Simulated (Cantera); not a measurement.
Input: 1 mol B₂H₆, 1.8 mol O₂, equilibrated at 1398.15 K and 1.00 bar.

Equilibrium computed with Cantera from the NASA thermochemical tables; the gas is ideal and each condensed phase is pure. Candidate condensed phases: B, B₂O₃, B₃O₃H₃, H₂O; 23 gas species. The feed counts by its element totals alone. Gases not in the tables: H₃BO₃. The numbers say what is thermodynamically allowed, not how fast it happens.

Base state: H₂ 0.799, H₂O 0.197, HBO₂ 0.00407, (HBO₂)₃ 0.000533 (mole fractions); condensed: B₂O₃(l).

What changes in the equilibrium state with this change: pressure from 1.00 bar to 0.0200 bar?


| species | before | after |
|---|---|---|
| H₂ | 0.799 | 0.789 |
| H₂O | 0.197 | 0.183 |
| HBO₂ | 0.00407 | 0.0278 |
| B₂O₃ | 2.30e-6 | 0.000115 |
| (HBO₂)₃ | 0.000533 | 6.77e-5 |
| HBO | 4.57e-6 | 3.31e-5 |
| H | 4.24e-6 | 2.98e-5 |
| B₂O₃(l), mol | 0.991 | 0.957 |

What changes in the equilibrium state with this change: temperature from 1398.15 K to 2123.15 K?


```csv
species,before,after
H₂,0.799,0.574
HBO₂,0.00407,0.224
B₂O₃,2.30e-6,0.124
H₂O,0.197,0.0506
HBO,4.57e-6,0.0211
B₂O₂,<1e-9,0.00178
BO,<1e-9,0.00130
BO₂,<1e-9,0.000158
"B₂O₃(l), mol",0.991,0
```
